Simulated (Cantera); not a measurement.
**N2O furnace oxynitridation**

A perfectly stirred reactor is fed with N2O : H2 : N2 = 1 : 0.0061 : 5.6 (molar parts), at 760 Torr; it is held at 1225 K, and followed from long to short residence time.

Cantera simulation using GRI-Mech 3.0 (53 species, 325 reactions); the numbers are that mechanism's predictions, not measurements. GRI-Mech 3.0 was tuned for natural gas; its chemistry of N2O as a main component is partial and can be far from experiment. The mechanism lacks the step 2 NO + O2 → 2 NO2, which can matter for NO2 below about 1400 K. The temperature is held fixed by assumption; the heat of reaction is taken as removed at once.

```tsv
τ (s)	x N2O	x H2	x H2O	x NO	x H	x N2
14	0.0146	9.67e-7	0.000863	0.00663	1.09e-9	0.918
2.7	0.0479	3.53e-6	0.000874	0.00757	3.02e-9	0.900
0.51	0.102	1.37e-5	0.000887	0.00443	9.84e-9	0.872
0.098	0.137	5.14e-5	0.000863	0.00130	3.86e-8	0.855
0.019	0.148	0.000175	0.000742	0.000275	1.60e-7	0.850
0.0036	0.150	0.000478	0.000439	5.50e-5	5.00e-7	0.848
0.00068	0.151	0.000817	0.000101	1.11e-5	6.21e-7	0.848
```
x: mole fraction; the columns are a selection and need not sum to one.
